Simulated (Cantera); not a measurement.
Charge: 1 mol Si, 0.2 mol O2, 19 mol N2, 0.0036 mol H2O, equilibrated at 0.300 bar.

Cantera equilibrium calculation (NASA polynomials, part measured and part estimated; ideal gas, pure solids and liquids). Candidate condensed phases: H2O, Si, SiO2, Si2N2O, Si3N4; 35 gas species. Mutual solubility and eutectic melting of coexisting phases are not modelled. The tables' values for SiN are old estimates; treat these amounts as uncertain. Rates play no part. All values below are at 1998 K.

Base state: N2 0.985, SiO 0.0147, H2 0.000172, Si 9.42e-5, H 3.84e-5, SiN 1.34e-5, Si2N 1.17e-5 (mole fractions); condensed: Si2N2O(s) + Si3N4(s).

What changes in the equilibrium state with this change: Si replaced by SiC?


```
species          before    after
--------------  -------  -------
N2                0.985    0.979
CO                    0   0.0104
SiO              0.0147   0.0104
HCN                   0  1.76e-5
Si2N            1.17e-5  8.37e-6
SiN             1.34e-5  1.13e-5
Si2N2O(s), mol    0.127        0
Si3N4(s), mol     0.156        0
SiC(s), mol           0    0.797
```
Further candidate phases: C, C6H6, C7H8, C8H18, SiC.
